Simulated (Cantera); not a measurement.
A freely propagating, adiabatic, planar premixed flame of 43.8 % H₂, 7.54 % O₂, 30.2 % N₂, 18.4 % H₂O, equivalence ratio 2.9, unburnt at 650 K and 1.40 bar; multicomponent+Soret transport, grid criteria slope 0.08 and curve 0.16, no radiation.

Detailed kinetics in Cantera: the H2/O2 subset of GRI-Mech 3.0, which has no nitrogen chemistry. Burning velocities carry a grid error of a few per cent, more on coarse grids.

Q: Predict: laminar burning velocity; thermal thickness; peak x(H); peak x(O); peak x(OH).

A: 
```
Property                    Result
------------------------  --------
laminar burning velocity  538 cm/s
thermal thickness         0.293 mm
peak x(H)                   0.0316
peak x(O)                 0.000697
peak x(OH)                 0.00122
```
